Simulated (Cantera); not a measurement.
What does this Cantera script print?

```python
import numpy as np
import cantera as ct

gas_names = """
    C CH CH2 CH3 CH2OH CH3O CH4 CH3OH CN CO CO2 COOH C2 C2H CHCO,ketyl C2H2,acetylene C2H2,vinylidene
    CH2CO,ketene C2H3,vinyl CH3CN CH3CO,acetyl C2H4 C2H4O,ethylen CH3CHO,ethanal CH3COOH (HCOOH)2 C2H5
    C2H6 CH3OCH3 C2H5OH CCN CNC C2N2 C2O C3 C3H3,propargyl C3H4,allene C3H4,propyne C3H4,cyclo-
    C3H5,allyl C3H6,propylene C3H6,cyclo- C3H6O C3H7,n-propyl C3H7,i-propyl C3H8 C3H8O,1propanol
    C3H8O,2propanol C3O2 C4 C4H2 C4H4,1,3-cyclo- C4H6,butadiene C4H6,2-butyne C4H6,cyclo- C4H8,1-butene
    C4H8,cis2-buten C4H8,tr2-butene C4H8,isobutene C4H8,cyclo- (CH3COOH)2 C4H9,n-butyl C4H9,i-butyl
    C4H9,s-butyl C4H9,t-butyl C4H10,isobutane C4H10,n-butane C4N2 C5 C5H6,1,3cyclo- C5H8,cyclo-
    C5H10,1-pentene C5H10,cyclo- C5H11,pentyl C5H11,t-pentyl C5H12,n-pentane C5H12,i-pentane
    CH3C(CH3)2CH3 C6H2 C6H5,phenyl C6H5O,phenoxy C6H6 C6H5OH,phenol C6H10,cyclo- C6H12,1-hexene
    C6H12,cyclo- C6H13,n-hexyl C7H7,benzyl C7H8 C7H8O,cresol C7H14,1-heptene C7H15,n-heptyl
    C7H16,n-heptane C8H8,styrene C8H10,ethylbenz C8H16,1-octene C8H17,n-octyl C8H18,isooctane
    C8H18,n-octane C9H19,n-nonyl C10H8,naphthale C10H21,n-decyl C12H9,o-bipheny C12H10,bipheny H HCN HCO
    HCCN HNC HNCO HNO HNO2 HNO3 HO2 H2 HCHO,formaldehy HCOOH H2O H2O2 N NCO NH NH2 NH3 NH2OH NO NO2 NO3
    N2 N2H2 N2H4 N2O O OH O2 O3
""".split()
cond_names = """
    C(gr) C6H6(L) C7H8(L) C8H18(L),n-octa H2O(s) H2O(L)
""".split()


def load(file, names, dense=False):
    # The tables refer to 1 bar. Condensed volumes are neglected.
    table = {s.name: s for s in ct.Species.list_from_file(file)}
    out = []
    for n in names:
        d = dict(table[n].input_data)
        d["thermo"] = dict(d["thermo"], **{"reference-pressure": 1e5})
        if dense:
            d["equation-of-state"] = {"model": "constant-volume", "density": "1e6 g/cm^3"}
        out.append(ct.Species.from_dict(d))
    return out


gas = ct.Solution(thermo="ideal-gas", species=load("nasa_gas.yaml", gas_names))
cond = {s.name: ct.Solution(thermo="fixed-stoichiometry", species=[s], name=s.name)
        for s in load("nasa_condensed.yaml", cond_names, dense=True)}
atoms = {
    'C2H5OH': {'C': 2, 'H': 6, 'O': 1},
    'O2': {'O': 2},
    'N2': {'N': 2},
    'CO2': {'C': 1, 'O': 2},
}
top_T = {'C(gr)': 4500}  # K; cautious upper limits of use, not melting points


def equilibrate(T, P, feed):
    n = {}
    for name, mol in feed.items():
        for a, k in atoms[name].items():
            n[a] = n.get(a, 0.0) + k * mol
    gas.TPX = T, P, n
    mass = sum(n.values()) * gas.mean_molecular_weight
    gas.equilibrate("TP")
    valid = [c for c in cond.values() if c.min_temp <= T <= top_T.get(c.name, c.max_temp)]
    mix = ct.Mixture([(gas, mass / gas.mean_molecular_weight)] + [(c, 0.0) for c in valid])
    mix.T, mix.P = T, P
    mix.equilibrate("TP", solver="vcs", rtol=1e-11, max_steps=5000)
    return mix


results = []
feed = {'C2H5OH': 1, 'O2': 0.34, 'N2': 6.9, 'CO2': 2.3}  # mol
P = 100000  # Pa
for T in [898, 1098, 1298, 1498, 1698, 1898, 2098, 2298, 2498, 2698]:
    mix = equilibrate(T, P, feed)
    results.append((T, P, feed, dict(zip(mix.species_names, mix.species_moles))))

top = {s: max(r[3][s] / sum(r[3][g] for g in gas_names) for r in results) for s in gas_names}
cols = sorted((s for s in top if top[s] > 0.001), key=lambda s: -top[s])[:5]
seen = [c for c in cond_names if any(r[3].get(c, 0) > 1e-12 for r in results)]
print("log10 of partial pressures in bar; condensed amounts in mol")
print(f"{'T/K':>10s}" + "".join(f"{s[:9]:>10s}" for s in cols + seen))
for T, P, feed, n in results:
    ng = sum(n[g] for g in gas_names)
    print(f"{T:10.4g}" + "".join(f"{np.log10(max(n[s] / ng * P / 1e5, 1e-99)):10.3f}" for s in cols)
          + "".join(f"{n.get(c, 0):10.4g}" for c in seen))
```

Output:

```
log10 of partial pressures in bar; condensed amounts in mol
       T/K        N2        CO        H2       CO2       H2O     C(gr)
       898    -0.294    -0.829    -0.823    -0.889    -1.249    0.4382
      1098    -0.313    -0.656    -0.813    -1.086    -1.240         0
      1298    -0.313    -0.630    -0.854    -1.167    -1.147         0
      1498    -0.313    -0.612    -0.885    -1.232    -1.093         0
      1698    -0.313    -0.601    -0.907    -1.284    -1.058         0
      1898    -0.314    -0.592    -0.925    -1.326    -1.035         0
      2098    -0.314    -0.587    -0.939    -1.360    -1.020         0
      2298    -0.314    -0.583    -0.953    -1.388    -1.010         0
      2498    -0.316    -0.581    -0.970    -1.412    -1.008         0
      2698    -0.319    -0.581    -0.991    -1.438    -1.021         0
```

Method: chemical equilibrium by Gibbs-energy minimisation in Cantera with the NASA 1993 tables (ideal gas, pure condensed phases).
